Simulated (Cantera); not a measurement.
Feed: 1 mol SiCl4, 31 mol H2, at 1673 K and 0.133 bar.

Cantera equilibrium calculation (NASA polynomials, part measured and part estimated; ideal gas, pure solids and liquids). Candidate condensed phases: Si; 19 gas species. The tables' values for SiCl3, SiCl are old estimates; treat these amounts as uncertain. Equilibrium is a limit: real reactors are often held back by kinetics, nucleation or transport.

### Question
What is the equilibrium state?

### Answer
```
Property        Value
----------  ---------
x(H2)           0.902
x(HCl)         0.0746
x(SiCl2)       0.0222
x(SiCl3)     0.000588
x(H)         0.000296
x(SiHCl3)     7.04e-5
x(SiCl4)      3.24e-5
x(SiH2Cl2)    2.63e-5
x(Cl)         1.91e-5
n(Si(s))    0.242 mol
gas amount  32.99 mol
```
